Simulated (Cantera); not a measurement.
A perfectly stirred reactor is fed with CH₃OH : O₂ : N₂ = 0.0074 : 0.035 : 1 (molar parts), at 1.00 bar; it is held at 1550 K, and followed from long to short residence time.

Model: GRI-Mech 3.0 (53 species, 325 reactions), integrated in Cantera. GRI-Mech 3.0 was tuned for natural gas; its chemistry of methanol as a main component is partial and can be far from experiment.

x: mole fraction; the columns are a selection and need not sum to one.

| τ (s) | x CH₃OH | x O₂ | x C₂H₆ | x CO₂ | x H₂O | x OH | x CH₂CO |
|---|---|---|---|---|---|---|---|
| 0.72 | 6.11e-7 | 0.0228 | <1e-12 | 0.00703 | 0.0141 | 0.000117 | <1e-12 |
| 0.19 | 1.39e-6 | 0.0228 | <1e-12 | 0.00698 | 0.0140 | 0.000175 | <1e-12 |
| 0.048 | 3.07e-6 | 0.0229 | <1e-12 | 0.00683 | 0.0140 | 0.000262 | 2.16e-12 |
| 0.012 | ? | 0.0230 | <1e-12 | 0.00649 | 0.0138 | ? | 1.98e-11 |
| 0.0032 | 1.40e-5 | 0.0232 | 1.08e-12 | 0.00577 | 0.0135 | 0.000545 | 1.79e-10 |
| 0.00081 | 3.69e-5 | 0.0239 | 1.34e-11 | 0.00433 | 0.0131 | 0.000694 | 1.81e-9 |
| 0.00021 | ? | 0.0256 | 2.92e-10 | ? | 0.0122 | 0.000654 | ? |

### Question
Fill in the missing entries.

### Answer

- 0.012, x CH₃OH: 6.61e-6
- 0.012, x OH: 0.000390
- 0.00021, x CH₃OH: 0.000164
- 0.00021, x CO₂: 0.00205
- 0.00021, x CH₂CO: 2.12e-8
